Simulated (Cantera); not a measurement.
AlN + O2 + Cl2 (nitride etching)

Charge: 1 mol AlN, a varied amount of O2, 11 mol Cl2, at 1248.15 K and 3.20 Pa.

Cantera equilibrium calculation (NASA polynomials, part measured and part estimated; ideal gas, pure solids and liquids). Candidate condensed phases: Al, AlCl3, AlN, Al2O3; 24 gas species. The numbers say what is thermodynamically allowed, not how fast it happens.

```tsv
n(O2) (mol)	x Cl	x O2	x Cl2	x N2	x AlCl3	x ClO	n Al2O3(s)
0.62	0.697	0.000157	0.264	0.0285	0.0101	1.78e-6	0.411
0.87	0.699	0.00714	0.266	0.0280	0.000582	1.20e-5	0.495
1.2	0.689	0.0248	0.259	0.0274	0.000219	2.21e-5	0.498
1.7	0.675	0.0506	0.248	0.0266	0.000121	3.09e-5	0.499
2.4	0.656	0.0844	0.234	0.0255	7.56e-5	3.88e-5	0.499
3.4	0.631	0.128	0.217	0.0242	4.92e-5	4.60e-5	0.499
4.9	0.597	0.186	0.194	0.0224	3.16e-5	5.24e-5	0.500
6.8	0.560	0.248	0.171	0.0205	2.10e-5	5.68e-5	0.500
9.7	0.513	0.325	0.143	0.0182	1.32e-5	5.96e-5	0.500
14	0.457	0.413	0.114	0.0156	7.80e-6	5.98e-5	0.500
19	0.408	0.488	0.0905	0.0134	4.87e-6	5.80e-5	0.500
```
x: gas mole fraction; n: condensed amount in mol.

From 0.62 mol O2 to 19 mol O2 the condensed part is Al2O3(s). The main Al-bearing gas is AlCl3 throughout.
